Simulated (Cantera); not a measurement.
Input: 1 mol Ti, 2.4 mol O2, 9.3 mol H2, equilibrated at 1098.15 K and 0.00100 bar.

Equilibrium computed with Cantera from the NASA thermochemical tables; the gas is ideal and each condensed phase is pure. The numbers say what is thermodynamically allowed, not how fast it happens.

| species | before | after |
|---|---|---|
| H2 | 0.699 | 1.000 |
| H2O | 0.301 | 4.42e-8 |
| TiO2(rutile), mol | 1.00 | 0 |
| TiO(s), mol | 0 | 0.280 |
| Ti2O3(s), mol | 0 | 0.360 |
Gas species are given as mole fractions.

Q: Which change was made?
(A) temperature from 1098.15 K to 2023 K
(B) temperature from 1098.15 K to 1775 K
(C) O2 from 2.4 to 0.68 mol
(D) O2 from 2.4 to 11 mol

A: C, O2 from 2.4 to 0.68 mol. Mutual solubility and eutectic melting of coexisting phases are not modelled. TiO: taken at fixed stoichiometry
